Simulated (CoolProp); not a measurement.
Vapour-liquid equilibrium of toluene (1) + n-octane (2) at 506.9 K; x and y are mole fractions of (1).

Model: multi-fluid Helmholtz-energy mixture model, Lemmon 2006 and Beckmüller 2019; pair parameters Bell 2016, in CoolProp.

| x | bubble pressure, mixture model (kPa) | bubble pressure, Raoult's law (kPa) | y, mixture model | y, Raoult's law |
|---|---|---|---|---|
| 0.05 | 1019 | 1011 | 0.065 | 0.065 |
| 0.125 | 1055 | 1034 | 0.158 | 0.158 |
| 0.2 | 1089 | 1058 | 0.245 | 0.248 |
| 0.275 | 1121 | 1082 | 0.326 | 0.333 |
| 0.35 | 1151 | 1105 | 0.404 | 0.415 |
| 0.425 | 1179 | 1129 | 0.478 | 0.493 |
| 0.5 | 1204 | 1153 | 0.549 | 0.569 |
| 0.575 | 1228 | 1176 | 0.618 | 0.641 |
| 0.65 | 1248 | 1200 | 0.685 | 0.710 |
| 0.725 | 1267 | 1224 | 0.751 | 0.776 |
| 0.8 | 1282 | 1247 | 0.818 | 0.841 |
| 0.875 | 1295 | 1271 | 0.885 | 0.902 |
| 0.95 | 1306 | 1295 | 0.953 | 0.962 |

The largest gap from Raoult's law is +4.4 % in bubble pressure, at x = 0.5. No azeotrope shows between x = 0.05 and 0.95.

The pair parameters rest on a limited set of measurements; away from them the model extrapolates.
